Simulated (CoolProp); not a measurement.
A single-stage vapour-compression cycle with the fluid: evaporating at 279.15 K (dew point), condensing at 309.15 K (bubble point), superheat 0 K, subcooling 5 K, compressor efficiency 0.75, no pressure losses. The same conditions are run with several fluids, on thermodynamics alone (safety and materials aside).

Values from CoolProp's reference Helmholtz-energy equation of state of each fluid (R1336mzz(Z): McLinden 2020; CH2F2 (R32): Tillner-Roth 1997; R410A: Lemmon 2003; n-perfluorobutane: Gao 2022; R123: Younglove 1994; sulfur hexafluoride: Guder 2009). Blends and air are pseudo-pure fits.

```json
[
 {"fluid": "R1336mzz(Z)", "cooling COP": "6.40", "pressure ratio": "3.38", "discharge temperature (K)": "309.2", "refrigerating effect (kJ/kg)": "147", "volumetric capacity (kJ/m³)": "349"},
 {"fluid": "CH2F2 (R32)", "cooling COP": "[?]", "pressure ratio": "2.29", "discharge temperature (K)": "339.6", "refrigerating effect (kJ/kg)": "259", "volumetric capacity (kJ/m³)": "6920"},
 {"fluid": "R410A", "cooling COP": "[?]", "pressure ratio": "2.29", "discharge temperature (K)": "327.7", "refrigerating effect (kJ/kg)": "173", "volumetric capacity (kJ/m³)": "[?]"},
 {"fluid": "n-perfluorobutane", "cooling COP": "5.80", "pressure ratio": "2.71", "discharge temperature (K)": "309.2", "refrigerating effect (kJ/kg)": "66.5", "volumetric capacity (kJ/m³)": "1000"},
 {"fluid": "R123", "cooling COP": "6.50", "pressure ratio": "3.17", "discharge temperature (K)": "316.9", "refrigerating effect (kJ/kg)": "154", "volumetric capacity (kJ/m³)": "442"},
 {"fluid": "sulfur hexafluoride", "cooling COP": "4.77", "pressure ratio": "[?]", "discharge temperature (K)": "[?]", "refrigerating effect (kJ/kg)": "50.8", "volumetric capacity (kJ/m³)": "6370"}
]
```

Complete the blanks.


- CH2F2 (R32), cooling COP: 5.99
- R410A, cooling COP: 5.87
- R410A, volumetric capacity (kJ/m³): 6410
- sulfur hexafluoride, pressure ratio: 2.07
- sulfur hexafluoride, discharge temperature (K): 314.2

The compression ends wet for: n-perfluorobutane.
